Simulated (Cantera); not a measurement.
Input: 1 mol Si3N4, 0.04 mol C, 0.015 mol N2, held at 2400 K and 1 atm.

These are equilibrium values from Cantera (NASA tables, ideal gas, pure condensed phases), not measurements of a reactor. Candidate condensed phases: C, Si, SiC, Si3N4; 20 gas species. Mutual solubility and eutectic melting of coexisting phases are not modelled. The tables' values for SiN are old estimates; treat these amounts as uncertain. Rates play no part.

Base state: N2 0.997, Si 0.00215, SiN 0.000255, Si2N 0.000242, Si2C 0.000235, Si2 4.91e-5, SiC2 1.45e-5 (mole fractions); condensed: Si(l) + SiC(s).

Question: What changes in the equilibrium state with this change: temperature from 2400 K to 1823 K?

Answer: 
```
species          before    after
-------------  --------  -------
N2                0.997     1.00
Si              0.00215  2.36e-7
SiN            0.000255  9.84e-8
Si2C           0.000235  2.83e-9
Si2             4.91e-5    <1e-9
Si(l), mol         2.95        0
SiC(s), mol      0.0394   0.0400
Si3N4(s), mol         0    0.987
```

Question: What changes in the equilibrium state with this change: temperature from 2400 K to 2600 K?

Answer: 
```
species        before     after
-----------  --------  --------
N2              0.997     0.986
Si            0.00215   0.00961
Si2C         0.000235   0.00176
SiC2          1.45e-5  0.000296
C2N2          1.46e-6   1.23e-5
CN            8.07e-6   6.78e-5
Si2           4.91e-5  0.000296
Si(l), mol       2.95      2.93
SiC(s), mol    0.0394    0.0350
```
